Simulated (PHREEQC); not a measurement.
Consider water at 25 °C with 0.075 mol CdCl2, 0.00084 mol Na2SO4 and 0.027 mol MnSO4 per kg of water. Closed to the air; pH follows from the charge balance.

All values are PHREEQC results (ion-association model, wateq4f.dat), not measurements.

### Question
The ionic strength comes out as 0.170 mol/kgw. What activity coefficients do Na+, Cd+2, HSO4-, Mn+2, CdCl3- get?

### Answer
Na+ 0.75, Cd+2 0.32, HSO4- 0.74, Mn+2 0.34, CdCl3- 0.75.

No solid was allowed to form. Species that the database lacks are ignored.
